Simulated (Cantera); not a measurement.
A perfectly stirred reactor is fed with 75.8 % NO, 24.2 % N2, at 0.0267 bar; it is held at 2073 K, and followed from long to short residence time.

Computed with Cantera and GRI-Mech 3.0 (53 species, 325 reactions). Radical loss at walls, strong at low pressure, is not modelled.

Q: Predict: x(NO) at τ = 0.510 s; x(N2O) at τ = 0.510 s; x(N2) at τ = 0.510 s; x(NO2) at τ = 0.510 s; x(O) at τ = 0.510 s; x(NO) at τ = 41.0 ms; x(N2O) at τ = 41.0 ms; x(N2) at τ = 41.0 ms; x(NO2) at τ = 41.0 ms; x(O) at τ = 41.0 ms.

A: 
- x(NO) at τ = 0.510 s: 0.669
- x(N2O) at τ = 0.510 s: 0.000141
- x(N2) at τ = 0.510 s: 0.286
- x(NO2) at τ = 0.510 s: 7.33e-5
- x(O) at τ = 0.510 s: 0.00179
- x(NO) at τ = 41.0 ms: 0.752
- x(N2O) at τ = 41.0 ms: 0.000188
- x(N2) at τ = 41.0 ms: 0.245
- x(NO2) at τ = 41.0 ms: 2.95e-5
- x(O) at τ = 41.0 ms: 0.000818
